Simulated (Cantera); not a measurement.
Standard-state values (1 bar) from the NASA 1993 polynomials, evaluated with Cantera. Values are per mole of reaction as written; species without (g) are pure solids or liquids, kept so even where they would boil at 1 bar. ZrN: taken at fixed stoichiometry.

Problem. Between 300 and 925 K, where is each reaction favourable under standard conditions?
- 3 O(g) + Zr + NH3(g) → ZrN + 3 OH(g)

Solution. 
- 3 O(g) + Zr + NH3(g) → ZrN + 3 OH(g): ΔG° is -911 kJ at 300 K and -835 kJ at 925 K; it stays negative (K > 1). ΔH° is -948 kJ and ΔS° -123 J/K at 925 K.
